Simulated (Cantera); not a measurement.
A closed system holds: 1 mol SiH2Cl2, 1.4 mol N2, 0.42 mol H2, at 2023.15 K and 0.100 bar.

Method: chemical equilibrium by Gibbs-energy minimisation in Cantera with the NASA 1993 tables (ideal gas, pure condensed phases). Candidate condensed phases: NH4Cl, Si, Si3N4; 28 gas species. The tables' values for SiCl3, SiCl, SiN are old estimates; treat these amounts as uncertain. Gases not in the tables: Si2H6 and higher silanes. Rates play no part.

Base state: N2 0.366, H2 0.294, SiCl2 0.180, HCl 0.150, SiCl3 0.00334, H 0.00326, SiCl 0.00133, Cl 0.00124 (mole fractions); condensed: Si(l).

What changes in the equilibrium state with this change: H2 from 0.42 to 5.9 mol?


```
species      before     after
----------  -------  --------
H2            0.294     0.678
N2            0.366     0.150
HCl           0.150     0.117
SiCl2         0.180    0.0472
SiCl4       6.90e-5   4.77e-6
SiCl3       0.00334  0.000450
SiHCl3      5.50e-5   1.13e-5
SiH2        3.56e-5   8.20e-5
SiCl        0.00133  0.000683
Si(l), mol    0.292     0.541
```
The tables' values for SiCl, SiCl3, SiN are old estimates; treat these amounts as uncertain.
